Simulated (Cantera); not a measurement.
Feed: 1 mol SiH4, 0.5 mol NH3, held at 21.0 Pa.

Method: chemical equilibrium by Gibbs-energy minimisation in Cantera with the NASA 1993 tables (ideal gas, pure condensed phases). Candidate condensed phases: Si, Si3N4; 18 gas species. Mutual solubility and eutectic melting of coexisting phases are not modelled. Gases not in the tables: Si2H6 and higher silanes. Rates play no part.

**Question.** Which condensed phases are stable at each of these points (T (K)): 1075, 1175, 1275, 1375, 1475, 1575, 1675?

**Answer.** 
```csv
T (K),condensed phases,Si condensed (%)
1075,Si(s) + Si3N4(s),100.0
1175,Si(s) + Si3N4(s),100.0
1275,Si(s) + Si3N4(s),100.0
1375,Si(s) + Si3N4(s),100.0
1475,Si(s),100.0
1575,Si(s),99.9
1675,Si(s),99.3
```

From 1075 K to 1375 K the condensed part is Si(s) + Si3N4(s). From 1475 K to 1675 K the condensed part is Si(s).
